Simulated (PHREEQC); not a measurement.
Consider water at 20 °C with 0.016 mol/kgw KH2PO4 and 0.00046 mol/kgw Na2B4O7. Closed to the air; pH follows from the charge balance.

Equilibrium calculation in PHREEQC: ion-association model, wateq4f.dat.

Precipitation was switched off in this run.

**Question.** Predict the pH, ionic strength.

**Answer.** pH 5.83; ionic strength 0.0178 mol/kgw.

**Question.** In which forms is P present?

**Answer.** H2PO4- 94 %, HPO4-2 5.7 % of the P.

H3PO4, which wateq4f.dat lacks, is added to it with the constant of phreeqc.dat.
